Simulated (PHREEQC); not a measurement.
Make-up at 25 °C: 0.019 mol HF and 0.034 mol K2HPO4 per kg of water. Closed to the air; pH follows from the charge balance.

The numbers come from PHREEQC with the ion-association model, phreeqc.dat.

| Item | Value |
|---|---|
| pH | 6.78 |
| ionic strength | 0.0815 mol/kgw |
| specific conductance | 6630 µS/cm |
| density | 1.002 g/cm³ |
| total alkalinity | 15.0 meq/kg |

| species | molality | activity | log γ |
|---|---|---|---|
| K+ | 0.0673 | 0.0524 | -0.108 |
| F- | 0.0190 | 0.0148 | -0.110 |
| H2PO4- | 0.0190 | 0.0152 | -0.097 |
| HPO4-2 | 0.0143 | 0.00573 | -0.397 |
| KHPO4- | 0.000731 | 0.000585 | -0.097 |
| HF | 3.58e-6 | 3.65e-6 | 0.008 |
| H3PO4 | 3.62e-7 | 3.69e-7 | 0.008 |
| HF2- | 2.60e-7 | 2.07e-7 | -0.101 |
| H+ | 1.98e-7 | 1.65e-7 | -0.079 |
| PO4-3 | 1.41e-7 | 1.57e-8 | -0.953 |
| OH- | 7.89e-8 | 6.13e-8 | -0.110 |

This is a speciation only: nothing precipitates in the calculation.
